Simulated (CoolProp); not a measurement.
Properties of R227EA along the isotherm 136.15 °C (Tc = 101.8 °C, pc = 29.25 bar, ω = 0.358).

The numbers come from the reference Helmholtz-energy equation of state, Lemmon 2016 in CoolProp.

```json
[
 {"p (bar)": "0.139", "phase": "gas", "isothermal compressibility (1/MPa)": "72.03", "viscosity (µPa s)": "15.8"},
 {"p (bar)": "0.216", "phase": "gas", "isothermal compressibility (1/MPa)": "46.38", "viscosity (µPa s)": "15.8"},
 {"p (bar)": "0.336", "phase": "gas", "isothermal compressibility (1/MPa)": "29.85", "viscosity (µPa s)": "15.8"},
 {"p (bar)": "0.524", "phase": "gas", "isothermal compressibility (1/MPa)": "19.17", "viscosity (µPa s)": "15.8"},
 {"p (bar)": "0.816", "phase": "gas", "isothermal compressibility (1/MPa)": "12.34", "viscosity (µPa s)": "15.8"},
 {"p (bar)": "1.27", "phase": "gas", "isothermal compressibility (1/MPa)": "7.962", "viscosity (µPa s)": "15.9"},
 {"p (bar)": "1.98", "phase": "gas", "isothermal compressibility (1/MPa)": "5.139", "viscosity (µPa s)": "15.9"},
 {"p (bar)": "3.08", "phase": "gas", "isothermal compressibility (1/MPa)": "3.337", "viscosity (µPa s)": "15.9"},
 {"p (bar)": "4.79", "phase": "gas", "isothermal compressibility (1/MPa)": "2.181", "viscosity (µPa s)": "16.0"},
 {"p (bar)": "7.46", "phase": "gas", "isothermal compressibility (1/MPa)": "1.439", "viscosity (µPa s)": "16.1"},
 {"p (bar)": "11.6", "phase": "gas", "isothermal compressibility (1/MPa)": "0.9690", "viscosity (µPa s)": "16.3"},
 {"p (bar)": "18.1", "phase": "gas", "isothermal compressibility (1/MPa)": "0.6777", "viscosity (µPa s)": "16.9"},
 {"p (bar)": "28.2", "phase": "gas", "isothermal compressibility (1/MPa)": "0.5254", "viscosity (µPa s)": "18.5"},
 {"p (bar)": "43.9", "phase": "supercritical", "isothermal compressibility (1/MPa)": "0.4948", "viscosity (µPa s)": "26.6"}
]
```

Viscosity comes from a separate model (Huber 2003), an estimate that may be off by 10 % or more.
